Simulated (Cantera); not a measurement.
Input: 1 mol Ta, 0.24 mol N2, 2.7 mol N2O, equilibrated at 0.100 bar.

These are equilibrium values from Cantera (NASA tables, ideal gas, pure condensed phases), not measurements of a reactor. Candidate condensed phases: Ta, Ta2O5; 12 gas species. Kinetics and transport are ignored. All values below are at 1923 K.

Base state: N2 0.966, O2 0.0315, NO 0.00263, O 0.000203 (mole fractions); condensed: Ta2O5(s).

Q: What changes in the equilibrium state with this change: pressure from 0.100 bar to 10.0 Pa?

A: 
```csv
species,before,after
N2,0.966,0.963
O2,0.0315,0.0285
O,0.000203,0.00611
TaO2,4.96e-9,2.86e-5
NO,0.00263,0.00250
"Ta2O5(s), mol",0.500,0.500
```
